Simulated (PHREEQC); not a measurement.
Dissolve 0.018 mol/kgw ZnCl2, 0.2 mol/kgw H3BO3 and 0.26 mol/kgw HCl at 40 °C. Closed to the air; pH follows from the charge balance.

The numbers come from PHREEQC with the ion-association model, phreeqc.dat.

No solid was allowed to form.

Task: Estimate the pH.

Result: pH 0.69.

Task: In which forms is Zn present?

Result: Zn+2 70 %, ZnCl+ 25 %, ZnCl2 3.5 %, ZnCl3- 1.3 % of the Zn.

At this temperature some constants are extrapolated from 25 °C, and those without enthalpy data are left unchanged.
